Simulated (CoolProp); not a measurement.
Properties of C2F6 (R116) along the isobar 3.16 MPa.

Values from CoolProp's reference Helmholtz-energy equation of state, Lemmon 2006. It is a short technical equation, of lower accuracy than the large ones.

| T (K) | phase | expansivity (1/kK) | viscosity (µPa s) |
|---|---|---|---|
| 207.8 | liquid | 2.854 | 359 |
| 229.9 | liquid | 3.477 | 251 |
| 252 | liquid | 4.658 | 176 |
| 274.1 | liquid | 7.887 | 116 |
| 296.3 | supercritical | 85.83 | 23.7 |
| 318.4 | supercritical | 11.57 | 18.9 |
| 340.5 | supercritical | 7.166 | 19.3 |
| 362.7 | supercritical | 5.386 | 20.0 |
| 384.8 | supercritical | 4.401 | 20.9 |

Viscosity comes from a separate model (Huber 2003), an estimate that may be off by 10 % or more.
